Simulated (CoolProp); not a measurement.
Vapour-liquid equilibrium of cyclohexane (1) + ethylbenzene (2) at 0.026 MPa; x and y are mole fractions of (1).

Model: multi-fluid Helmholtz-energy mixture model, Zhou 2014 and Zhou 2012; pair parameters Bell 2016, in CoolProp.

```
x     bubble temperature (K)  y at the bubble point  dew temperature at overall composition x (K)  liquid density (mol/L)
----  ----------------------  ---------------------  --------------------------------------------  ----------------------
0.05                   358.0                  0.262                                         363.9                     [?]
0.2                    342.7                  0.654                                         359.8                   7.925
0.35                   333.2                  0.808                                           [?]                   8.146
0.5                    326.9                  0.884                                         349.7                     [?]
0.65                   322.3                    [?]                                         342.9                   8.541
0.8                    318.7                    [?]                                         333.7                   8.737
0.95                   315.5                  0.991                                         320.1                   8.940
```

What belongs in the gaps?


- 0.05, liquid density (mol/L): 7.662
- 0.35, dew temperature at overall composition x (K): 355.2
- 0.5, liquid density (mol/L): 8.347
- 0.65, y at the bubble point: 0.929
- 0.8, y at the bubble point: 0.962

No azeotrope shows between x = 0.05 and 0.95.

Pair parameters are fitted to limited data, so mixtures are less certain than the pure fluids.
